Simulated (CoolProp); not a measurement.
Toluene at several states: Z from the reference equation and from simpler models built on Tc = 318.6 °C, pc = 41.26 bar, ω = 0.266; each cubic takes its own stable root.

Computed with CoolProp (reference Helmholtz-energy equation of state, Lemmon 2006). It is a short technical equation, of lower accuracy than the large ones.

```json
[
 {"T (°C)": "266.75", "p (bar)": "2.77", "phase": "gas", "reference": "0.9658"},
 {"T (°C)": "260.05", "p (bar)": "27.6", "phase": "liquid", "reference": "0.09746"},
 {"T (°C)": "-63.75", "p (bar)": "7.49", "phase": "liquid", "reference": "0.04195"},
 {"T (°C)": "-1.15", "p (bar)": "163", "phase": "liquid", "reference": "0.7404"},
 {"T (°C)": "49.85", "p (bar)": "13.4", "phase": "liquid", "reference": "0.05473"}
]
```

How far does each simpler model (van der Waals, Redlich-Kwong, Soave-Redlich-Kwong) lie from the reference over these 5 states: mean and median of the absolute difference, and the worst?


- van der Waals: mean 56.5 %, median 69.4 %, worst +73.3 % at -63.75 °C and 7.49 bar
- Redlich-Kwong: mean 14.3 %, median 14.8 %, worst +25.4 % at 260.05 °C and 27.6 bar
- Soave-Redlich-Kwong: mean 11.8 %, median 12.8 %, worst +18.7 % at 260.05 °C and 27.6 bar
